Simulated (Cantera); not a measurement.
What does this Cantera script print?

```python
import numpy as np
import cantera as ct

gas = ct.Solution("gri30.yaml")
gas.TPX = 1198, 1333, {'H2': 0.016, 'O2': 1, 'N2': 0.85}
reactor = ct.IdealGasConstPressureReactor(gas, energy="off", clone=False)
net = ct.ReactorNet([reactor])
net.rtol, net.atol = 1e-08, 1e-18
show = ['H2', 'O2', 'H2O2', 'NO2', 'H2O']
times = np.geomspace(0.0002, 1, 14)

steps = ct.SolutionArray(gas, extra=["t"])
rows = []
print(f"{'t/s':>10s}{'T/K':>9s}{'P/Pa':>11s}" + "".join(f"{s:>11s}" for s in show))
for t in times:
    while net.time < t:
        t_next = net.step()
        steps.append(gas.state, t=t_next)
    rows.append([np.interp(t, steps.t, y) for y in (steps.T, steps.P, *steps(*show).X.T)])
    print(f"{t:10.3e}{rows[-1][0]:9.1f}{rows[-1][1]:11.4g}" + "".join(f"{x:11.3e}" for x in rows[-1][2:]))
rate = np.gradient(steps.T, steps.t)
print("integrator steps:", len(steps.t))
if steps.T.max() > steps.T[0] + 200:
    print(f"time of steepest temperature rise: {steps.t[rate.argmax()]:.4e} s")
gas.TPX = 1198, 1333, {'H2': 0.016, 'O2': 1, 'N2': 0.85}
gas.equilibrate("TP")
print(f"equilibrium (TP): T = {gas.T:.1f} K  " + "  ".join(f"{s} {gas[s].X[0]:.3e}" for s in show))
```

Result:

```
       t/s      T/K       P/Pa         H2         O2       H2O2        NO2        H2O
 2.000e-04   1198.0       1333  8.574e-03  5.359e-01  5.527e-14  2.139e-28  1.020e-10
 3.851e-04   1198.0       1333  8.574e-03  5.359e-01  2.042e-13  3.463e-27  5.270e-10
 7.415e-04   1198.0       1333  8.574e-03  5.359e-01  7.518e-13  5.917e-26  2.687e-09
 1.428e-03   1198.0       1333  8.574e-03  5.359e-01  2.754e-12  1.210e-24  1.619e-08
 2.749e-03   1198.0       1333  8.574e-03  5.359e-01  1.007e-11  4.059e-23  1.749e-07
 5.293e-03   1198.0       1333  8.562e-03  5.359e-01  4.812e-11  9.934e-21  9.130e-06
 1.019e-02   1198.0       1333  3.418e-03  5.315e-01  6.713e-08  8.549e-15  4.105e-03
 1.962e-02   1198.0       1333  6.571e-05  5.284e-01  1.663e-08  3.236e-13  7.890e-03
 3.778e-02   1198.0       1333  5.021e-05  5.288e-01  1.493e-08  8.512e-13  7.983e-03
 7.275e-02   1198.0       1333  4.312e-05  5.296e-01  1.480e-08  1.729e-12  8.067e-03
 1.401e-01   1198.0       1333  3.293e-05  5.306e-01  1.444e-08  3.103e-12  8.184e-03
 2.697e-01   1198.0       1333  2.107e-05  5.318e-01  1.356e-08  5.140e-12  8.314e-03
 5.194e-01   1198.0       1333  1.080e-05  5.328e-01  1.177e-08  8.239e-12  8.427e-03
 1.000e+00   1198.0       1333  4.465e-06  5.334e-01  8.936e-09  1.314e-11  8.505e-03
integrator steps: 859
equilibrium (TP): T = 1198.0 K  H2 1.252e-09  O2 5.338e-01  H2O2 1.709e-11  NO2 7.363e-07  H2O 8.610e-03
```

Cantera simulation using GRI-Mech 3.0 (53 species, 325 reactions); the numbers are that mechanism's predictions, not measurements. Radical loss at walls, strong at low pressure, is not modelled.
